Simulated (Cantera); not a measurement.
PbF2 + N2 (halide evaporation, hydrolysis and transport)

A closed system holds: 1 mol PbF2, 240 mol N2, equilibrated at 0.00825 Torr.

Equilibrium computed with Cantera from the NASA thermochemical tables; the gas is ideal and each condensed phase is pure. Candidate condensed phases: Pb, PbF2; 12 gas species. Rates play no part.

```
T (K)  log p N2  log p F  log p Pb  log p PbF2  log p PbF4  log p PbF
-----  --------  -------  --------  ----------  ----------  ---------
773       -4.96     <-16     -7.72       -8.12       -7.72      -9.80
873       -4.96     <-16     -7.78       -7.93       -7.77      -9.43
973       -4.96   -15.79     -7.84       -7.80       -7.83      -9.16
1073      -4.96   -13.73     -7.91       -7.72       -7.89      -8.96
1173      -4.96   -12.01     -7.97       -7.66       -7.94      -8.80
1273      -4.96   -10.57     -8.04       -7.62       -7.99      -8.68
1373      -4.96    -9.33     -8.10       -7.59       -8.04      -8.58
1473      -4.96    -8.29     -8.10       -7.57       -8.15      -8.47
1573      -4.96    -7.54     -7.85       -7.62       -8.62      -8.29
1673      -4.96    -7.16     -7.50       -8.09      -10.02      -8.28
1773      -4.96    -7.06     -7.37       -9.17      -12.39      -8.69
1873      -4.96    -7.05     -7.35      -10.38      -14.91      -9.23
```
log p: log10 of the partial pressure in bar; nothing condenses.

From 773 K to 1873 K nothing is condensed. The main Pb-bearing gas is PbF4 at 773 K and Pb at 1873 K.
